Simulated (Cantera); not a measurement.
Input: 1 mol SiHCl3, 0.1 mol CH4, 220 mol H2, held at 240 Pa.

These are equilibrium values from Cantera (NASA tables, ideal gas, pure condensed phases), not measurements of a reactor. Candidate condensed phases: C, C6H6, C7H8, C8H18, Si, SiC; 109 gas species. Mutual solubility and eutectic melting of coexisting phases are not modelled. Gases not in the tables: Si2H6 and higher silanes. Equilibrium is a limit: real reactors are often held back by kinetics, nucleation or transport.

Which condensed phases are stable at each of these points (T (K)): 1100, 1300, 1500, 1700, 1900, 2100, 2300, 2500?


```tsv
T (K)	condensed phases	Si condensed (%)
1100	Si(s) + SiC(s)	91.5
1300	Si(s) + SiC(s)	90.3
1500	Si(s) + SiC(s)	88.5
1700	Si(l) + SiC(s)	79.9
1900	SiC(s)	8.6
2100	gas only	0.0
2300	gas only	0.0
2500	gas only	0.0
```

From 1100 K to 1500 K the condensed part is Si(s) + SiC(s). At 1700 K the condensed part is Si(l) + SiC(s). At 1900 K the condensed part is SiC(s). From 2100 K to 2500 K nothing is condensed.
